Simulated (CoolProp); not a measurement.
Vapour-liquid equilibrium of dimethyl ether (1) + R236EA (2) at 1.14 MPa; x and y are mole fractions of (1).

Values from CoolProp's multi-fluid Helmholtz-energy mixture model, Wu 2011 and Rui 2013; pair parameters Bell 2016.

### Question
Give the bubble temperature and the first vapour's composition at x = 0.05, 0.125, 0.425. Is there an azeotrope?

### Answer
x = 0.05: 358.5 K, y = 0.053; x = 0.125: 358.1 K, y = 0.137; x = 0.425: 352.7 K, y = 0.525. No azeotrope shows between x = 0.05 and 0.95.

Pair parameters are fitted to limited data, so mixtures are less certain than the pure fluids.
